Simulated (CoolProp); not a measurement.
Vapour-liquid equilibrium of R13 (1) + R11 (2) at 245.3 K; x and y are mole fractions of (1).

Computed with CoolProp (multi-fluid Helmholtz-energy mixture model, Platzer 1990 and Jacobsen 1992; pair parameters Bell 2016). This equation is an older, rougher fit; its heat capacities, sound speeds and derivatives of the liquid may be far off and weren't checked against measurements.

| x | bubble pressure (MPa) | y at the bubble point | dew pressure at overall composition x (MPa) | liquid density (mol/L) |
|---|---|---|---|---|
| 0.05 | 0.08415 | 0.879 | 0.01091 | 11.70 |
| 0.15 | 0.2144 | 0.954 | 0.01219 | 11.87 |
| 0.25 | 0.3237 | 0.971 | 0.01381 | 12.03 |
| 0.35 | 0.4154 | 0.978 | 0.01593 | 12.18 |
| 0.45 | 0.4936 | 0.983 | 0.01881 | 12.31 |
| 0.55 | 0.5626 | 0.986 | 0.02297 | 12.42 |
| 0.65 | 0.6271 | 0.989 | 0.02949 | 12.50 |
| 0.75 | 0.6921 | 0.991 | 0.04120 | 12.54 |
| 0.85 | 0.7636 | 0.994 | 0.06831 | 12.52 |
| 0.95 | 0.8490 | 0.998 | 0.1984 | 12.42 |

No azeotrope shows between x = 0.05 and 0.95.

The pair parameters rest on a limited set of measurements; away from them the model extrapolates. The gap from Raoult's law changes sign with composition, which may be real or a fault of the pair parameters; it wasn't checked against measurements. With so large a gap from Raoult's law the liquid may split in two, which this calculation doesn't test in full.
